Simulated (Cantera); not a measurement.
Charge: 1 mol (CH₃)₂SiCl₂, 0.035 mol HCl, 3.2 mol H₂, held at 2473.15 K and 1.33 mbar.

These are equilibrium values from Cantera (NASA tables, ideal gas, pure condensed phases), not measurements of a reactor. Candidate condensed phases: C, C₆H₆, C₇H₈, C₈H₁₈, Si, SiC; 109 gas species. The feed counts by its element totals alone. The tables' values for SiCl are old estimates; treat these amounts as uncertain. The numbers say what is thermodynamically allowed, not how fast it happens.

Base state: H 0.362, H₂ 0.351, HCl 0.109, Cl 0.0796, Si 0.0717, SiC₂ 0.0172, C₂H₂ (acetylene) 0.00339, SiCl 0.00225 (mole fractions); condensed: C(graphite).

**Question.** What changes in the equilibrium state with this change: pressure from 1.33 mbar to 0.120 bar?

**Answer.** 
| species | before | after |
|---|---|---|
| H₂ | 0.351 | 0.683 |
| HCl | 0.109 | 0.210 |
| H | 0.362 | 0.0532 |
| SiCl₂ | 0.00126 | 0.0219 |
| Si | 0.0717 | 0.00726 |
| SiC₂ | 0.0172 | 0.00174 |
| Cl | 0.0796 | 0.0116 |
| SiCl₃ | 5.11e-7 | 0.000117 |
| C₂ | 2.24e-5 | 2.49e-7 |
| C₃ | 0.000244 | 2.71e-6 |
| C(graphite), mol | 1.54 | 1.14 |
| SiC(s), mol | 0 | 0.722 |
The tables' values for SiCl, SiCl₃ are old estimates; treat these amounts as uncertain. Gases not in the tables: Si₂H₆ and higher silanes.

**Question.** What changes in the equilibrium state with this change: H₂ from 3.2 to 1900 mol?

**Answer.** 
| species | before | after |
|---|---|---|
| H₂ | 0.351 | 0.547 |
| H | 0.362 | 0.452 |
| HCl | 0.109 | 0.000521 |
| SiC₂ | 0.0172 | 6.48e-6 |
| Cl | 0.0796 | 0.000305 |
| Si | 0.0717 | 0.000397 |
| SiCl₂ | 0.00126 | <1e-9 |
| Si₂C | 0.00105 | 8.38e-9 |
| SiCl | 0.00225 | 4.78e-8 |
| Si₂ | 4.53e-5 | 1.39e-9 |
| C(graphite), mol | 1.54 | 0 |

**Question.** What changes in the equilibrium state with this change: pressure from 1.33 mbar to 0.160 bar?

**Answer.** 
```tsv
species	before	after
H₂	0.351	0.690
HCl	0.109	0.213
H	0.362	0.0464
SiCl₂	0.00126	0.0223
Si	0.0717	0.00544
SiC₂	0.0172	0.00131
Cl	0.0796	0.0101
CH₄	2.58e-8	1.20e-5
SiCl₃	5.11e-7	0.000139
C₂	2.24e-5	1.87e-7
C	8.60e-5	7.16e-7
C(graphite), mol	1.54	1.13
SiC(s), mol	0	0.745
```
The tables' values for SiCl, SiCl₃ are old estimates; treat these amounts as uncertain. Gases not in the tables: Si₂H₆ and higher silanes.
